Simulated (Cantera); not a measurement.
Source: NASA polynomial tables (part measured, part estimated), evaluated in Cantera. Values are per mole of reaction as written; species without (g) are pure solids or liquids, kept so even where they would boil at 1 bar.

3 H2(g) + N2(g) ⇌ 2 NH3(g)

```
T (K)  ΔH° (kJ)  ΔS° (J/K)  ΔG° (kJ)  log10 K
-----  --------  ---------  --------  -------
300       -92.0     -198.4     -32.4     5.65
450       -98.1     -215.1      -1.3     0.15
475           ?          ?         ?        ?
500           ?          ?         ?        ?
525      -100.7     -220.4      15.0    -1.50
550           ?          ?         ?        ?
575           ?          ?         ?        ?
```

Task: Complete the blanks.

Result: 
- 475, ΔH° (kJ): -99.0
- 475, ΔS° (J/K): -217.1
- 475, ΔG° (kJ): 4.1
- 475, log10 K: -0.45
- 500, ΔH° (kJ): -99.9
- 500, ΔS° (J/K): -218.8
- 500, ΔG° (kJ): 9.5
- 500, log10 K: -1.00
- 550, ΔH° (kJ): -101.5
- 550, ΔS° (J/K): -221.9
- 550, ΔG° (kJ): 20.6
- 550, log10 K: -1.95
- 575, ΔH° (kJ): -102.2
- 575, ΔS° (J/K): -223.2
- 575, ΔG° (kJ): 26.1
- 575, log10 K: -2.37
